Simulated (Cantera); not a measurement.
What does this Cantera script print?

```python
import numpy as np
import cantera as ct

gas_names = """
    CL CL2 H HCL H2 Si SiCL SiCL2 SiCL3 SiCL4 SiH SiHCL3 SiH2 SiH2CL2 SiH3 SiH3CL SiH4 Si2 Si3
""".split()
cond_names = """
    Si(cr) Si(L)
""".split()


# ... load() reads the species with a 1 bar reference pressure and builds the phases ...
atoms = {
    'SiCl4': {'Si': 1, 'CL': 4},
    'HCl': {'H': 1, 'CL': 1},
    'H2': {'H': 2},
}
top_T = {}  # K; cautious upper limits of use, not melting points


# ... equilibrate(T, P, feed) seeds the gas with the atoms and calls Mixture.equilibrate('TP', solver="vcs", rtol=1e-11, max_steps=5000) ...
results = []
T = 1198.15  # K
P = 100000  # Pa
for m in [0.59, 1, 1.4, 1.8, 2.2, 2.7, 3.1, 3.5]:
    feed = {'SiCl4': 1, 'HCl': m, 'H2': 0.3}  # mol
    mix = equilibrate(T, P, feed)
    results.append((T, P, feed, dict(zip(mix.species_names, mix.species_moles))))
    x = sorted(zip(gas.X, gas.species_names), reverse=True)
    print(f"T = {T:g} K  P = {P:g} Pa  n(HCl) = {m:g} mol  gas = {mix.phase_moles(0):.4g} mol")
    print("   x: " + "  ".join(f"{s} {v:.3e}" for v, s in x if v > 1e-06))
    print("   condensed (mol): " + ("  ".join(f"{mix.phase(i).name} {mix.phase_moles(i):.4g}"
          for i in range(1, mix.n_phases) if mix.phase_moles(i) > 1e-12) or "none"))
```

Output:

```
T = 1198.15 K  P = 100000 Pa  n(HCl) = 0.59 mol  gas = 1.893 mol
   x: SiCL4 5.193e-01  HCL 3.210e-01  H2 1.506e-01  SiHCL3 6.560e-03  SiCL3 2.449e-03  SiCL2 1.021e-04  SiH2CL2 1.083e-05
   condensed (mol): none
T = 1198.15 K  P = 100000 Pa  n(HCl) = 1 mol  gas = 2.302 mol
   x: HCL 4.392e-01  SiCL4 4.297e-01  H2 1.263e-01  SiHCL3 3.327e-03  SiCL3 1.356e-03  SiCL2 3.785e-05  SiH2CL2 3.366e-06
   condensed (mol): none
T = 1198.15 K  P = 100000 Pa  n(HCl) = 1.4 mol  gas = 2.701 mol
   x: HCL 5.213e-01  SiCL4 3.672e-01  H2 1.085e-01  SiHCL3 2.058e-03  SiCL3 9.053e-04  SiCL2 1.973e-05  SiH2CL2 1.508e-06
   condensed (mol): none
T = 1198.15 K  P = 100000 Pa  n(HCl) = 1.8 mol  gas = 3.101 mol
   x: HCL 5.825e-01  SiCL4 3.204e-01  H2 9.499e-02  SiHCL3 1.407e-03  SiCL3 6.613e-04  SiCL2 1.207e-05
   condensed (mol): none
T = 1198.15 K  P = 100000 Pa  n(HCl) = 2.2 mol  gas = 3.501 mol
   x: HCL 6.300e-01  SiCL4 2.841e-01  H2 8.440e-02  SiHCL3 1.025e-03  SiCL3 5.111e-04  SiCL2 8.129e-06
   condensed (mol): none
T = 1198.15 K  P = 100000 Pa  n(HCl) = 2.7 mol  gas = 4.001 mol
   x: HCL 6.760e-01  SiCL4 2.488e-01  H2 7.405e-02  SiHCL3 7.338e-04  SiCL3 3.908e-04  SiCL2 5.425e-06
   condensed (mol): none
T = 1198.15 K  P = 100000 Pa  n(HCl) = 3.1 mol  gas = 4.401 mol
   x: HCL 7.053e-01  SiCL4 2.263e-01  H2 6.742e-02  SiHCL3 5.825e-04  SiCL3 3.250e-04  SiCL2 4.126e-06
   condensed (mol): none
T = 1198.15 K  P = 100000 Pa  n(HCl) = 3.5 mol  gas = 4.801 mol
   x: HCL 7.298e-01  SiCL4 2.076e-01  H2 6.188e-02  SiHCL3 4.738e-04  SiCL3 2.760e-04  SiCL2 3.244e-06
   condensed (mol): none
```

Method: chemical equilibrium by Gibbs-energy minimisation in Cantera with the NASA 1993 tables (ideal gas, pure condensed phases). The tables' values for SiCl3 are old estimates; treat these amounts as uncertain.
